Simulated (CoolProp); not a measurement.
The numbers come from the reference Helmholtz-energy equation of state, Tillner-Roth 1997 in CoolProp.

Q: For CH2F2 (R32), give the phase and the viscosity (µPa s) at 364.5 K and 104 kPa.

A: 
- 364.5 K and 104 kPa: gas; viscosity 16.3

Viscosity comes from a separate model (Bell 2016), an estimate that may be off by 10 % or more.
